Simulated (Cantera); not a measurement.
Charge: 1 mol V2O5, 310 mol H2, 0.25 mol H2O, at 1025 °C and 620000 Pa.

Cantera equilibrium calculation (NASA polynomials, part measured and part estimated; ideal gas, pure solids and liquids). Candidate condensed phases: H2O, V, VO, V2O3, V2O4, V2O5; 12 gas species. Condensed phases not in the tables: the oxides between V2O3 and V2O5 other than VO2. Kinetics and transport are ignored.

Base state: H2 0.993, H2O 0.00725 (mole fractions); condensed: V2O3(s).

Question: What changes in the equilibrium state with this change: V2O5 replaced by Al2O3?

Answer: 
| species | before | after |
|---|---|---|
| H2 | 0.993 | 0.999 |
| H2O | 0.00725 | 0.000806 |
| V2O3(s), mol | 1.00 | 0 |
| Al2O3(s), mol | 0 | 1.00 |
Further candidate phases: Al, Al2O3.
